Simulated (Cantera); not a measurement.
A Cantera script and its output.

```python
import numpy as np
import cantera as ct

gas = ct.Solution("gri30.yaml")
gas.TPX = 1350, 2300, {'N2O': 1, 'H2O': 0.19}
reactor = ct.IdealGasConstPressureReactor(gas, energy="off", clone=False)
net = ct.ReactorNet([reactor])
net.rtol, net.atol = 1e-08, 1e-18
show = ['N2O', 'H2O', 'NO', 'O2', 'NO2', 'H', 'H2']
times = np.geomspace(2e-06, 6, 9)

steps = ct.SolutionArray(gas, extra=["t"])
rows = []
print(f"{'t/s':>10s}{'T/K':>9s}{'P/Pa':>11s}" + "".join(f"{s:>11s}" for s in show))
for t in times:
    while net.time < t:
        t_next = net.step()
        steps.append(gas.state, t=t_next)
    rows.append([np.interp(t, steps.t, y) for y in (steps.T, steps.P, *steps(*show).X.T)])
    print(f"{t:10.3e}{rows[-1][0]:9.1f}{rows[-1][1]:11.4g}" + "".join(f"{x:11.3e}" for x in rows[-1][2:]))
rate = np.gradient(steps.T, steps.t)
print("integrator steps:", len(steps.t))
if steps.T.max() > steps.T[0] + 200:
    print(f"time of steepest temperature rise: {steps.t[rate.argmax()]:.4e} s")
gas.TPX = 1350, 2300, {'N2O': 1, 'H2O': 0.19}
gas.equilibrate("TP")
print(f"equilibrium (TP): T = {gas.T:.1f} K  " + "  ".join(f"{s} {gas[s].X[0]:.3e}" for s in show))
```

Result:

```
       t/s      T/K       P/Pa        N2O        H2O         NO         O2        NO2          H         H2
 2.000e-06   1350.0       2300  8.403e-01  1.597e-01  4.753e-10  1.141e-09  1.988e-20  1.150e-15  1.748e-18
 1.290e-05   1350.0       2300  8.403e-01  1.597e-01  1.931e-08  4.636e-08  3.298e-17  3.364e-13  1.606e-15
 8.324e-05   1350.0       2300  8.403e-01  1.597e-01  6.918e-07  1.661e-06  6.420e-14  2.184e-10  8.032e-12
 5.370e-04   1350.0       2300  8.402e-01  1.596e-01  1.399e-05  3.379e-05  5.224e-10  1.509e-08  7.510e-09
 3.464e-03   1350.0       2300  8.391e-01  1.595e-01  1.180e-04  3.116e-04  1.024e-06  1.031e-07  6.218e-07
 2.235e-02   1350.0       2300  8.319e-01  1.591e-01  7.652e-04  2.455e-03  5.484e-05  1.424e-07  3.446e-06
 1.442e-01   1350.0       2300  7.875e-01  1.566e-01  4.627e-03  1.582e-02  4.339e-04  1.303e-07  2.253e-06
 9.301e-01   1350.0       2300  5.686e-01  1.443e-01  2.425e-02  8.282e-02  7.448e-04  1.283e-07  1.590e-06
 6.000e+00   1350.0       2300  1.089e-01  1.185e-01  6.418e-02  2.252e-01  1.787e-04  2.079e-07  2.290e-06
integrator steps: 1247
equilibrium (TP): T = 1350.0 K  N2O 4.763e-09  H2O 1.124e-01  NO 5.595e-04  O2 2.956e-01  NO2 8.942e-07  H 8.373e-09  H2 2.801e-07
```

Computed with Cantera and GRI-Mech 3.0 (53 species, 325 reactions). GRI-Mech 3.0 was tuned for natural gas; its chemistry of N2O as a main component is partial and can be far from experiment. Radical loss at walls, strong at low pressure, is not modelled. The mechanism lacks the step 2 NO + O2 → 2 NO2, which can matter for NO2 below about 1400 K. The temperature is held fixed by assumption; the heat of reaction is taken as removed at once.
